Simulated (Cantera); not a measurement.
Feed: 1 mol C2F6, 1.1 mol F2, held at 170 Pa.

Cantera equilibrium calculation (NASA polynomials, part measured and part estimated; ideal gas, pure solids and liquids). Candidate condensed phases: C; 23 gas species. Ions and electrons are included (thermal ionisation). The feed counts by its element totals alone. Gases not in the tables: C2F6 and larger saturated fluorocarbons. Rates play no part.

Task: At 1727 °C, list the 5 most abundant gas species with their mole fractions, and the condensed phases.

Result: CF4 0.701, F 0.223, CF2 0.0695, CF3 0.00607, CF 9.73e-5. Condensed: gas only.
